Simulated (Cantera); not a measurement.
A perfectly stirred reactor is fed with CH4 : N2 = 1 : 2.7 (molar parts), at 660 Torr; it is held at 1750 K, and followed from long to short residence time.

Model: GRI-Mech 3.0 (53 species, 325 reactions), integrated in Cantera. GRI-Mech 3.0 stops at C3 and has no aromatics, soot or wall deposition, so with more carbon than oxygen in the feed, carbon stays in small species such as C2H2 where larger ones or solid carbon would form.

Question: Predict: x(CH4) at τ = 22.0 s; x(C2H6) at τ = 22.0 s; x(C2H4) at τ = 22.0 s; x(H2) at τ = 22.0 s; x(HCN) at τ = 22.0 s; x(CH4) at τ = 0.120 s; x(C2H6) at τ = 0.120 s; x(C2H4) at τ = 0.120 s; x(H2) at τ = 0.120 s; x(HCN) at τ = 0.120 s.

Answer: 
| Quantity | Result |
|---|---|
| x(CH4) at τ = 22.0 s | 0.00524 |
| x(C2H6) at τ = 22.0 s | 5.91e-7 |
| x(C2H4) at τ = 22.0 s | 0.000944 |
| x(H2) at τ = 22.0 s | 0.312 |
| x(HCN) at τ = 22.0 s | 3.29e-5 |
| x(CH4) at τ = 0.120 s | 0.0437 |
| x(C2H6) at τ = 0.120 s | 2.69e-5 |
| x(C2H4) at τ = 0.120 s | 0.000981 |
| x(H2) at τ = 0.120 s | 0.266 |
| x(HCN) at τ = 0.120 s | 8.88e-7 |
